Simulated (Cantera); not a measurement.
An adiabatic, constant-pressure homogeneous reactor starts with CH4 : O2 : N2 = 1 : 2.02 : 19.2 (molar parts), equivalence ratio 0.99, at 1075 K and 7500 Torr. Integrator tolerance rtol = 1e-08.

Model: GRI-Mech 3.0 (53 species, 325 reactions), integrated in Cantera.

Q: What does this change do: initial temperature 1075 to 1275 K?

A: 
```json
[
 {"quantity": "time of steepest temperature rise", "before": "57.1 ms", "after": "4.90 ms"},
 {"quantity": "temperature at 0.600 s", "before": "2038 K", "after": "2206 K"},
 {"quantity": "equilibrium temperature", "before": "2037 K", "after": "2206 K"},
 {"quantity": "x(CH4) at 0.600 s", "before": "<1e-12 (gas-phase equilibrium <1e-12)", "after": "<1e-12 (gas-phase equilibrium <1e-12)"},
 {"quantity": "x(O2) at 0.600 s", "before": "0.00113 (gas-phase equilibrium 0.00105)", "after": "0.00159 (gas-phase equilibrium 0.00159)"},
 {"quantity": "x(C2H6) at 0.600 s", "before": "<1e-12 (gas-phase equilibrium <1e-12)", "after": "<1e-12 (gas-phase equilibrium <1e-12)"},
 {"quantity": "x(H2O2) at 0.600 s", "before": "2.00e-8 (gas-phase equilibrium 1.92e-8)", "after": "3.86e-8 (gas-phase equilibrium 3.86e-8)"},
 {"quantity": "x(C2H2) at 0.600 s", "before": "<1e-12 (gas-phase equilibrium <1e-12)", "after": "<1e-12 (gas-phase equilibrium <1e-12)"},
 {"quantity": "x(NO2) at 0.600 s", "before": "1.62e-7 (gas-phase equilibrium 2.28e-7)", "after": "4.06e-7 (gas-phase equilibrium 4.07e-7)"}
]
```

Q: What does this change do: pressure from 7500 Torr to 760 Torr?

A: 
```json
[
 {"quantity": "time of steepest temperature rise", "before": "57.1 ms", "after": "not reached"},
 {"quantity": "temperature at 0.600 s", "before": "2038 K", "after": "1082 K"},
 {"quantity": "equilibrium temperature", "before": "2037 K", "after": "2025 K"},
 {"quantity": "x(CH4) at 0.600 s", "before": "<1e-12 (gas-phase equilibrium <1e-12)", "after": "0.0438 (gas-phase equilibrium <1e-12)"},
 {"quantity": "x(O2) at 0.600 s", "before": "0.00113 (gas-phase equilibrium 0.00105)", "after": "0.0900 (gas-phase equilibrium 0.00162)"},
 {"quantity": "x(C2H6) at 0.600 s", "before": "<1e-12 (gas-phase equilibrium <1e-12)", "after": "0.000212 (gas-phase equilibrium <1e-12)"},
 {"quantity": "x(H2O2) at 0.600 s", "before": "2.00e-8 (gas-phase equilibrium 1.92e-8)", "after": "7.29e-7 (gas-phase equilibrium 7.24e-9)"},
 {"quantity": "x(C2H2) at 0.600 s", "before": "<1e-12 (gas-phase equilibrium <1e-12)", "after": "1.88e-8 (gas-phase equilibrium <1e-12)"},
 {"quantity": "x(NO2) at 0.600 s", "before": "1.62e-7 (gas-phase equilibrium 2.28e-7)", "after": "<1e-12 (gas-phase equilibrium 1.10e-7)"}
]
```
